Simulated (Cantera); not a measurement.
An adiabatic, constant-volume homogeneous reactor starts with CH4 : H2 : O2 : N2 = 1 : 0.73 : 1.82 : 6.84 (molar parts), at 1525 K and 3980 Torr.

Computed with Cantera and GRI-Mech 3.0 (53 species, 325 reactions). Above 3000 K some thermodynamic fits are extrapolated.

Task: Predict: time of steepest temperature rise; temperature at 0.200 s; equilibrium temperature; x(H2) at 0.200 s; x(O2) at 0.200 s; x(H) at 0.200 s.

Result: 
```json
{
 "time_of_steepest_temperature_rise": "40.5 µs",
 "temperature at 0.200 s": "3114 K",
 "equilibrium_temperature": "3114 K",
 "x(H2) at 0.200 s": "0.0550 (gas-phase equilibrium 0.0550)",
 "x(O2) at 0.200 s": "0.00399 (gas-phase equilibrium 0.00399)",
 "x(H) at 0.200 s": "0.0155 (gas-phase equilibrium 0.0155)"
}
```
